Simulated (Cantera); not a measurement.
Input: 1 mol C2H5OH, a varied amount of CO2, held at 400 °C and 0.230 bar.

Equilibrium computed with Cantera from the NASA thermochemical tables; the gas is ideal and each condensed phase is pure. Candidate condensed phases: C, C6H6, C7H8, C8H18, H2O; 110 gas species. The numbers say what is thermodynamically allowed, not how fast it happens.

**Question.** What share of the C ends up in condensed phases as a function of n(CO2) (mol), at 0.07, 0.13, 0.23, 0.42, 0.76, 1.4, 2.5, 4.6?

**Answer.** 
```
n(CO2) (mol)  C condensed (%)           as
------------  ---------------  -----------
0.07                     56.4  C(graphite)
0.13                     57.5  C(graphite)
0.23                     58.7  C(graphite)
0.42                     59.8  C(graphite)
0.76                     59.4  C(graphite)
1.4                      55.3  C(graphite)
2.5                      46.8  C(graphite)
4.6                      34.8  C(graphite)
```
